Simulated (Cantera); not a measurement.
Feed: 1 mol SiC, 0.018 mol CO2, 1.6 mol H2, equilibrated at 100000 Pa.

Equilibrium computed with Cantera from the NASA thermochemical tables; the gas is ideal and each condensed phase is pure. Candidate condensed phases: C, C6H6, C7H8, C8H18, H2O, Si, SiC, SiO2; 123 gas species. Mutual solubility and eutectic melting of coexisting phases are not modelled. The tables hold silica as quartz up to 1696 K and as liquid above; real silica turns to tridymite and cristobalite and melts near 1996 K. Gases not in the tables: Si2H6 and higher silanes. Equilibrium is a limit: real reactors are often held back by kinetics, nucleation or transport.

x: gas mole fraction; n: condensed amount in mol.

```tsv
T (K)	x H2	x CH4	x CO	x H	x SiO	x Si	x SiH2	n SiC(s)	n SiO2(β-quartz)	n C(graphite)
973	0.977	0.0230	3.68e-9	1.07e-9	?	<1e-12	<1e-12	0.982	0.0180	0
1073	0.977	0.0230	5.70e-7	1.38e-8	?	<1e-12	<1e-12	0.982	0.0180	0
1173	0.981	0.0187	2.71e-5	1.17e-7	?	<1e-12	9.52e-12	0.982	0.0180	0.00651
1273	0.990	0.00922	0.000309	7.10e-7	?	<1e-12	1.21e-10	0.982	0.0178	0.0206
1373	0.993	0.00496	0.00245	3.32e-6	?	1.64e-12	1.05e-9	0.984	0.0160	0.0222
1473	0.984	0.00265	0.0131	1.26e-5	?	3.85e-11	7.27e-9	0.993	0.00739	0
1573	0.985	0.000630	0.0144	4.03e-5	?	1.48e-9	9.75e-8	0.994	0.00600	0
1673	0.982	0.000175	0.0155	0.000113	?	3.73e-8	9.65e-7	0.993	0.00326	0
1773	0.978	9.95e-5	0.0164	0.000281	0.00553	3.66e-7	4.15e-6	0.991	0	0
1873	0.977	8.28e-5	0.0164	0.000638	0.00553	2.06e-6	1.12e-5	0.991	0	0
1973	0.977	7.03e-5	0.0165	0.00133	0.00552	9.69e-6	2.72e-5	0.991	0	0
2073	0.975	6.07e-5	0.0165	0.00260	0.00550	3.91e-5	6.07e-5	0.991	0	0
2173	0.973	5.34e-5	0.0165	0.00476	0.00543	0.000138	0.000125	0.991	0	0
2273	0.969	4.80e-5	0.0166	0.00827	0.00526	0.000430	0.000236	0.990	0	0
```

**Question.** Some entries are withheld; supply them.

**Answer.** 
- 973, x SiO: 6.59e-12
- 1073, x SiO: 3.27e-10
- 1173, x SiO: 9.13e-9
- 1273, x SiO: 1.96e-7
- 1373, x SiO: 2.68e-6
- 1473, x SiO: 2.63e-5
- 1573, x SiO: 0.000302
- 1673, x SiO: 0.00258
